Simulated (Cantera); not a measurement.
Feed: 1 mol CF4, 2.6 mol H2, equilibrated at 2823.15 K and 1330 Pa.

Cantera equilibrium calculation (NASA polynomials, part measured and part estimated; ideal gas, pure solids and liquids). Candidate condensed phases: C, C6H6, C7H8, C8H18; 95 gas species. The numbers say what is thermodynamically allowed, not how fast it happens.

Base state: HF 0.776, H 0.160, H2 0.0434, F 0.0126, C3 0.00314, C2H2 (acetylene) 0.00156, CF 0.000986, C2H 0.000756 (mole fractions); condensed: C(graphite).

**Question.** What changes in the equilibrium state with this change: pressure from 1330 Pa to 600 Pa?

**Answer.** 
```
species             before     after
----------------  --------  --------
HF                   0.776     0.743
H                    0.160     0.194
H2                  0.0434    0.0286
F                   0.0126    0.0221
C5                 3.25e-5   7.23e-5
C3                 0.00314   0.00698
C2                0.000308  0.000685
C                 0.000635   0.00141
C(graphite), mol     0.916     0.844
```

**Question.** What changes in the equilibrium state with this change: H2 from 2.6 to 0.18 mol?

**Answer.** 
```
species             before     after
----------------  --------  --------
F                   0.0126     0.731
CF2                3.23e-5     0.108
HF                   0.776    0.0991
H                    0.160  0.000353
H2                  0.0434   2.11e-7
CF                0.000986    0.0571
C2H2 (acetylene)   0.00156   7.59e-9
CF3                2.03e-9  0.000394
CF4                  <1e-9   8.97e-5
C4H2               2.34e-5     <1e-9
C(graphite), mol     0.916     0.360
```
